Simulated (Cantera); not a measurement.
Input: 1 mol Fe₂O₃, 58 mol H₂, 1.6 mol N₂, held at 1773.15 K and 3.10 bar.

Equilibrium computed with Cantera from the NASA thermochemical tables; the gas is ideal and each condensed phase is pure. Candidate condensed phases: Fe, FeO, Fe(OH)₂, Fe(OH)₃, Fe₂O₃, Fe₃O₄, H₂O; 27 gas species. Equilibrium is a limit: real reactors are often held back by kinetics, nucleation or transport.

Base state: H₂ 0.923, H₂O 0.0503, N₂ 0.0268, H 0.000155, NH₃ 1.39e-5 (mole fractions); condensed: Fe(δ).

Question: What changes in the equilibrium state with this change: Fe₂O₃ replaced by FeS₂?

Answer: 
| species | before | after |
|---|---|---|
| H₂ | 0.923 | 0.952 |
| N₂ | 0.0268 | 0.0268 |
| H₂S | 0 | 0.0209 |
| H₂O | 0.0503 | 0 |
| SH | 0 | 0.000416 |
| S₂ | 0 | 0.000111 |
| NH₃ | 1.39e-5 | 1.46e-5 |
| H | 0.000155 | 0.000158 |
| Fe(δ), mol | 2.00 | 0.286 |
| FeS(l), mol | 0 | 0.713 |
Metal and sulfide melt together well below either melting point, which pure phases cannot show. Mutual solubility and eutectic melting of coexisting phases are not modelled. FeS: taken at fixed stoichiometry. Further candidate phases: FeS, FeS₂, S.
